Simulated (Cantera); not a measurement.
An isothermal, constant-pressure homogeneous reactor starts with C2H6 : N2 = 1 : 86 (molar parts), at 1850 K and 0.0247 atm.

Cantera simulation using GRI-Mech 3.0 (53 species, 325 reactions); the numbers are that mechanism's predictions, not measurements. GRI-Mech 3.0 stops at C3 and has no aromatics, soot or wall deposition, so with more carbon than oxygen in the feed, carbon stays in small species such as C2H2 where larger ones or solid carbon would form. Radical loss at walls, strong at low pressure, is not modelled.

x: mole fraction; the columns are a selection and need not sum to one.

```csv
t (s),x C2H6,x H2,x CH4,x CH2,x H,x C2H4
8.00e-6,0.0111,2.07e-7,1.13e-6,2.89e-8,1.38e-6,___
2.10e-5,0.0104,2.66e-6,7.65e-6,5.12e-7,9.14e-6,___
5.53e-5,0.00870,6.14e-5,4.94e-5,7.71e-6,0.000100,___
0.000145,0.00483,0.00118,0.000276,5.60e-5,0.000737,___
0.000382,0.000500,0.00716,0.00102,9.37e-5,0.00167,___
0.00100,7.50e-6,0.0156,0.00136,4.70e-5,0.00132,___
0.00264,7.94e-7,0.0194,0.00104,1.72e-5,0.000769,___
0.00693,1.91e-7,0.0207,0.000736,6.95e-6,0.000511,___
0.0182,5.50e-8,0.0213,0.000509,3.02e-6,0.000379,___
0.0479,1.65e-8,0.0217,0.000331,1.41e-6,0.000311,___
0.126,4.66e-9,0.0220,0.000188,7.15e-7,0.000290,___
0.331,9.62e-10,0.0222,8.08e-5,3.53e-7,0.000308,___
0.869,9.45e-11,0.0222,2.24e-5,1.30e-7,0.000353,___
2.28,1.73e-12,0.0223,2.60e-6,2.14e-8,0.000419,1.05e-7
6.00,<1e-12,0.0222,2.13e-7,2.43e-9,0.000490,1.03e-7
```

What belongs in the gaps?


- 8.00e-6, x C2H4: 3.75e-7
- 2.10e-5, x C2H4: 4.82e-6
- 5.53e-5, x C2H4: 8.76e-5
- 0.000145, x C2H4: 0.00133
- 0.000382, x C2H4: 0.00407
- 0.00100, x C2H4: 0.00201
- 0.00264, x C2H4: 0.000390
- 0.00693, x C2H4: 5.78e-5
- 0.0182, x C2H4: 1.43e-5
- 0.0479, x C2H4: 4.33e-6
- 0.126, x C2H4: 1.30e-6
- 0.331, x C2H4: 3.49e-7
- 0.869, x C2H4: 1.29e-7
